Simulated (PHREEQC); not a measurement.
Make-up at 25 °C: 0.0011 mol Pb(NO3)2 per kg of water. Closed to the air; pH follows from the charge balance.

The numbers come from PHREEQC with the ion-association model, phreeqc.dat.

No solid was allowed to form.

**Question.** Predict the pH.

**Answer.** pH 5.39.

**Question.** In which forms is N present?

**Answer.** NO3- 99 %, PbNO3+ 1.2 % of the N.
